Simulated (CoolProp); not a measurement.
Model: reference Helmholtz-energy equation of state, Lemmon 2006, in CoolProp. It is a short technical equation, of lower accuracy than the large ones.

Q: For carbon monoxide, give the phase and the cp (kJ/(kg K)) at -83.65 °C and 0.136 MPa; 48.25 °C and 0.328 MPa.

A: 
- -83.65 °C and 0.136 MPa: gas; cp 1.05
- 48.25 °C and 0.328 MPa: gas; cp 1.05
